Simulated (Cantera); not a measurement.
Input: 1 mol Ta2O5, 120 mol H2, 2.7 mol H2O, equilibrated at 1800 °C and 67.0 Pa.

Method: chemical equilibrium by Gibbs-energy minimisation in Cantera with the NASA 1993 tables (ideal gas, pure condensed phases). Candidate condensed phases: H2O, Ta, Ta2O5; 12 gas species. Equilibrium is a limit: real reactors are often held back by kinetics, nucleation or transport.

Base state: H2 0.881, H 0.0954, H2O 0.0215, TaO2 0.00166, OH 0.000265, TaO 3.22e-5, O 2.06e-5 (mole fractions); condensed: Ta2O5(l).

What changes in the equilibrium state with this change: pressure from 67.0 Pa to 4.40 mbar?


```tsv
species	before	after
H2	0.881	0.940
H	0.0954	0.0384
H2O	0.0215	0.0216
TaO2	0.00166	0.000260
O	2.06e-5	2.95e-6
TaO	3.22e-5	5.36e-6
Ta2O5(l), mol	0.891	0.983
```
